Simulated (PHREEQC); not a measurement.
## Leach liquor: speciation

Consider water at 25 °C with 1 mmol/kgw HCl, 41 mmol/kgw CuSO4 and 1.3 mmol/kgw MnSO4. It is in equilibrium with CO2 at log p = 0 (atm). Otherwise closed; pH follows from the charge balance.

The numbers come from PHREEQC with the ion-association model, wateq4f.dat.

No solid was allowed to form.

What pH, ionic strength does the model give?

pH 3.28; ionic strength 0.0982 mol/kgw.

In which forms is Cl present?

Cl- 97 %, CuCl+ 2.5 % of the Cl.

Complexes and solids missing from the database can't appear.
